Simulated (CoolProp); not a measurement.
R236FA along the isotherm 400 K: fugacity coefficient from the reference equation and from simpler models built on Tc = 398.1 K, pc = 3191 kPa, ω = 0.377; each cubic takes its own stable root.

The numbers come from the reference Helmholtz-energy equation of state, Pan 2012 in CoolProp.

| p (kPa) | phase | reference | van der Waals | Redlich-Kwong | Soave-Redlich-Kwong | Peng-Robinson |
|---|---|---|---|---|---|---|
| 614 | gas | 0.9350 | 0.9438 | 0.9361 | 0.9363 | 0.9295 |
| 1230 | gas | 0.8710 | 0.8877 | 0.8733 | 0.8737 | 0.8612 |
| 1840 | gas | 0.8085 | 0.8319 | 0.8119 | 0.8126 | 0.7955 |
| 2450 | gas | 0.7457 | 0.7750 | 0.7505 | 0.7514 | 0.7309 |
| 3070 | gas | 0.6792 | 0.7134 | 0.6857 | 0.6870 | 0.6641 |
| 3680 | supercritical | 0.5984 | 0.6365 | 0.6082 | 0.6107 | 0.5877 |
| 4300 | supercritical | 0.5296 | 0.5722 | 0.5427 | 0.5452 | 0.5226 |
| 4910 | supercritical | 0.4785 | 0.5243 | 0.4936 | 0.4960 | 0.4737 |
| 5520 | supercritical | 0.4386 | 0.4871 | 0.4551 | 0.4574 | 0.4353 |
| 6140 | supercritical | 0.4062 | 0.4571 | 0.4238 | 0.4260 | 0.4040 |
| 6750 | supercritical | 0.3802 | 0.4332 | 0.3986 | 0.4007 | 0.3788 |
| 7360 | supercritical | 0.3586 | 0.4135 | 0.3777 | 0.3797 | 0.3578 |
| 7980 | supercritical | 0.3402 | 0.3970 | 0.3598 | 0.3618 | 0.3398 |
